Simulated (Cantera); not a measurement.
Cantera run:

```python
import numpy as np
import cantera as ct

gas_names = """
    C CH CH2 CH3 CH2OH CH3O CH4 CH3OH CO CO2 COOH C2 C2H CHCO,ketyl C2H2,acetylene C2H2,vinylidene
    CH2CO,ketene C2H3,vinyl CH3CO,acetyl C2H4 C2H4O,ethylen CH3CHO,ethanal CH3COOH (HCOOH)2 C2H5 C2H6
    CH3OCH3 C2H5OH C2O C3 C3H3,propargyl C3H4,allene C3H4,propyne C3H4,cyclo- C3H5,allyl C3H6,propylene
    C3H6,cyclo- C3H6O C3H7,n-propyl C3H7,i-propyl C3H8 C3H8O,1propanol C3H8O,2propanol C3O2 C4 C4H2
    C4H4,1,3-cyclo- C4H6,butadiene C4H6,2-butyne C4H6,cyclo- C4H8,1-butene C4H8,cis2-buten
    C4H8,tr2-butene C4H8,isobutene C4H8,cyclo- (CH3COOH)2 C4H9,n-butyl C4H9,i-butyl C4H9,s-butyl
    C4H9,t-butyl C4H10,isobutane C4H10,n-butane C5 C5H6,1,3cyclo- C5H8,cyclo- C5H10,1-pentene
    C5H10,cyclo- C5H11,pentyl C5H11,t-pentyl C5H12,n-pentane C5H12,i-pentane CH3C(CH3)2CH3 C6H2
    C6H5,phenyl C6H5O,phenoxy C6H6 C6H5OH,phenol C6H10,cyclo- C6H12,1-hexene C6H12,cyclo- C6H13,n-hexyl
    C7H7,benzyl C7H8 C7H8O,cresol C7H14,1-heptene C7H15,n-heptyl C7H16,n-heptane C8H8,styrene
    C8H10,ethylbenz C8H16,1-octene C8H17,n-octyl C8H18,isooctane C8H18,n-octane C9H19,n-nonyl
    C10H8,naphthale C10H21,n-decyl C12H9,o-bipheny C12H10,bipheny H HCO HO2 H2 HCHO,formaldehy HCOOH H2O
    H2O2 O OH O2 O3
""".split()
cond_names = """
    C(gr) C6H6(L) C7H8(L) C8H18(L),n-octa H2O(s) H2O(L)
""".split()


def load(file, names, dense=False):
    # The tables refer to 1 bar. Condensed volumes are neglected.
    table = {s.name: s for s in ct.Species.list_from_file(file)}
    out = []
    for n in names:
        d = dict(table[n].input_data)
        d["thermo"] = dict(d["thermo"], **{"reference-pressure": 1e5})
        if dense:
            d["equation-of-state"] = {"model": "constant-volume", "density": "1e6 g/cm^3"}
        out.append(ct.Species.from_dict(d))
    return out


gas = ct.Solution(thermo="ideal-gas", species=load("nasa_gas.yaml", gas_names))
cond = {s.name: ct.Solution(thermo="fixed-stoichiometry", species=[s], name=s.name)
        for s in load("nasa_condensed.yaml", cond_names, dense=True)}
atoms = {
    'C2H4': {'C': 2, 'H': 4},
    'CO2': {'C': 1, 'O': 2},
}
top_T = {'C(gr)': 4500}  # K; cautious upper limits of use, not melting points


def equilibrate(T, P, feed):
    n = {}
    for name, mol in feed.items():
        for a, k in atoms[name].items():
            n[a] = n.get(a, 0.0) + k * mol
    gas.TPX = T, P, n
    mass = sum(n.values()) * gas.mean_molecular_weight
    gas.equilibrate("TP")
    valid = [c for c in cond.values() if c.min_temp <= T <= top_T.get(c.name, c.max_temp)]
    mix = ct.Mixture([(gas, mass / gas.mean_molecular_weight)] + [(c, 0.0) for c in valid])
    mix.T, mix.P = T, P
    mix.equilibrate("TP", solver="vcs", rtol=1e-11, max_steps=5000)
    return mix


results = []
T = 598.15  # K
P = 9700000  # Pa
for m in [0.04, 0.074, 0.14, 0.26, 0.49, 0.92, 1.7]:
    feed = {'C2H4': 1, 'CO2': m}  # mol
    mix = equilibrate(T, P, feed)
    results.append((T, P, feed, dict(zip(mix.species_names, mix.species_moles))))

top = {s: max(r[3][s] / sum(r[3][g] for g in gas_names) for r in results) for s in gas_names}
cols = sorted((s for s in top if top[s] > 1e-05), key=lambda s: -top[s])[:5]
seen = [c for c in cond_names if any(r[3].get(c, 0) > 1e-12 for r in results)]
print("log10 of partial pressures in bar; condensed amounts in mol")
print(f"{'n(CO2)':>10s}" + "".join(f"{s[:9]:>10s}" for s in cols + seen))
for T, P, feed, n in results:
    ng = sum(n[g] for g in gas_names)
    print(f"{feed['CO2']:10.4g}" + "".join(f"{np.log10(max(n[s] / ng * P / 1e5, 1e-99)):10.3f}" for s in cols)
          + "".join(f"{n.get(c, 0):10.4g}" for c in seen))
```

Result:

```
log10 of partial pressures in bar; condensed amounts in mol
    n(CO2)       CH4       H2O       CO2        H2        CO     C(gr)
      0.04     1.948     0.862    -1.112    -0.025    -3.459     1.083
     0.074     1.919     1.107    -0.592    -0.039    -3.200     1.147
      0.14     1.865     1.342    -0.067    -0.066    -2.937     1.265
      0.26     1.771     1.539     0.421    -0.113    -2.693     1.456
      0.49     1.606     1.685     0.879    -0.196    -2.464     1.752
      0.92     1.346     1.748     1.264    -0.326    -2.272     2.116
       1.7     0.994     1.713     1.546    -0.501    -2.131     2.445
```

Method: chemical equilibrium by Gibbs-energy minimisation in Cantera with the NASA 1993 tables (ideal gas, pure condensed phases). The ideal-gas law is rough above about 30 bar.
